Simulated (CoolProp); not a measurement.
Saturation properties of fluoroethane (R161).

Computed with CoolProp (reference Helmholtz-energy equation of state, Wu 2012).

```json
[
 {"T (K)": "287.9", "p (MPa)": "0.6915", "vapour density (kg/m³)": "16.04", "enthalpy of vaporisation (kJ/kg)": "357.0"},
 {"T (K)": "299.4", "p (MPa)": "0.9564", "vapour density (kg/m³)": "22.22", "enthalpy of vaporisation (kJ/kg)": "337.7"},
 {"T (K)": "310.8", "p (MPa)": "[?]", "vapour density (kg/m³)": "30.22", "enthalpy of vaporisation (kJ/kg)": "316.5"},
 {"T (K)": "322.3", "p (MPa)": "1.698", "vapour density (kg/m³)": "[?]", "enthalpy of vaporisation (kJ/kg)": "292.5"},
 {"T (K)": "333.7", "p (MPa)": "[?]", "vapour density (kg/m³)": "54.73", "enthalpy of vaporisation (kJ/kg)": "[?]"},
 {"T (K)": "345.2", "p (MPa)": "2.797", "vapour density (kg/m³)": "[?]", "enthalpy of vaporisation (kJ/kg)": "233.1"},
 {"T (K)": "356.7", "p (MPa)": "3.519", "vapour density (kg/m³)": "102.6", "enthalpy of vaporisation (kJ/kg)": "192.7"},
 {"T (K)": "368.1", "p (MPa)": "[?]", "vapour density (kg/m³)": "[?]", "enthalpy of vaporisation (kJ/kg)": "133.4"}
]
```

Q: What belongs in the gaps?

A: 
- 310.8, p (MPa): 1.287
- 322.3, vapour density (kg/m³): 40.80
- 333.7, p (MPa): 2.194
- 333.7, enthalpy of vaporisation (kJ/kg): 265.4
- 345.2, vapour density (kg/m³): 74.05
- 368.1, p (MPa): 4.378
- 368.1, vapour density (kg/m³): 152.8

It boils at 235.6 K under 1 atm.
